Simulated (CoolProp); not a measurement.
Vapour-liquid equilibrium of ethanol (1) + toluene (2) at 1.25 MPa; x and y are mole fractions of (1).

The numbers come from the multi-fluid Helmholtz-energy mixture model, Schroeder 2014 and Lemmon 2006; pair parameters Bell 2016 in CoolProp.

```tsv
x	bubble temperature, mixture model (°C)	bubble temperature, Raoult's law (°C)	y, mixture model	y, Raoult's law
0.05	211.9	221.6	0.248	0.178
0.125	194.1	210.9	0.457	0.366
0.2	184.0	202.4	0.565	0.499
0.275	177.8	195.4	0.630	0.599
0.35	173.8	189.5	0.673	0.677
0.425	170.8	184.5	0.707	0.741
0.5	168.6	180.0	0.736	0.793
0.575	166.7	176.1	0.764	0.837
0.65	165.0	172.6	0.793	0.875
0.725	163.6	169.4	0.826	0.908
0.8	162.3	166.5	0.864	0.937
0.875	161.1	163.8	0.908	0.963
0.95	160.2	161.3	0.960	0.986
```

The largest gap from Raoult's law is -18.4 K in bubble temperature, at x = 0.2. No azeotrope shows between x = 0.05 and 0.95.

Pair parameters are fitted to limited data, so mixtures are less certain than the pure fluids.
